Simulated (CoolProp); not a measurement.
Vapour-liquid equilibrium of R13 (1) + R113 (2) at 277 K; x and y are mole fractions of (1).

Model: multi-fluid Helmholtz-energy mixture model, Platzer 1990 and Marx 1992; pair parameters Bell 2016, in CoolProp. This equation is an older, rougher fit; its heat capacities, sound speeds and derivatives of the liquid may be far off and weren't checked against measurements.

Problem. Give the bubble pressure and the first vapour's composition at x = 0.55, 0.75, 0.85. Is there an azeotrope?

Solution. x = 0.55: 12.07 bar, y = 0.986; x = 0.75: 15.71 bar, y = 0.991; x = 0.85: 17.71 bar, y = 0.993. No azeotrope shows between x = 0.05 and 0.95.

Pair parameters are fitted to limited data, so mixtures are less certain than the pure fluids. The gap from Raoult's law changes sign with composition, which may be real or a fault of the pair parameters; it wasn't checked against measurements.
